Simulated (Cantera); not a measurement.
A perfectly stirred reactor is fed with CH4 : C2H6 : O2 : N2 = 1 : 0.81 : 5.76 : 21.6 (molar parts), equivalence ratio 0.84, at 0.340 bar; it is adiabatic with a 600 K inlet, and is followed from long to short residence time, starting on the burning branch (τ in s: 0.35, 0.14, 0.052, 0.02, 0.0075, 0.0029, 0.0011, 0.00042, 0.00016, 6.2e-05, 2.4e-05, 9e-06).

Cantera simulation using GRI-Mech 3.0 (53 species, 325 reactions); the numbers are that mechanism's predictions, not measurements.

**Question.** What does this change do: O2 5.76 to 8.1 parts?

**Answer.** 
```json
[
 {"quantity": "blow-out, bracketed by the residence times tried", "before": "burning at 0.160 ms, out at 62.0 µs", "after": "burning at 0.160 ms, out at 62.0 µs"},
 {"quantity": "x(CH4) at τ = 0.350 s", "before": "6.24e-7", "after": "6.27e-7"},
 {"quantity": "x(C2H6) at τ = 0.350 s", "before": "6.46e-8", "after": "7.71e-8"},
 {"quantity": "x(O2) at τ = 0.350 s", "before": "0.0323", "after": "0.100"},
 {"quantity": "x(NO) at τ = 0.350 s", "before": "0.00282", "after": "0.00255"},
 {"quantity": "x(OH) at τ = 0.350 s", "before": "0.00605", "after": "0.00581"},
 {"quantity": "x(CH4) at τ = 1.10 ms", "before": "6.71e-5", "after": "6.12e-5"},
 {"quantity": "x(C2H6) at τ = 1.10 ms", "before": "1.35e-5", "after": "1.23e-5"},
 {"quantity": "x(O2) at τ = 1.10 ms", "before": "0.0441", "after": "0.105"},
 {"quantity": "x(NO) at τ = 1.10 ms", "before": "4.54e-5", "after": "2.48e-5"},
 {"quantity": "x(OH) at τ = 1.10 ms", "before": "0.0102", "after": "0.0114"}
]
```
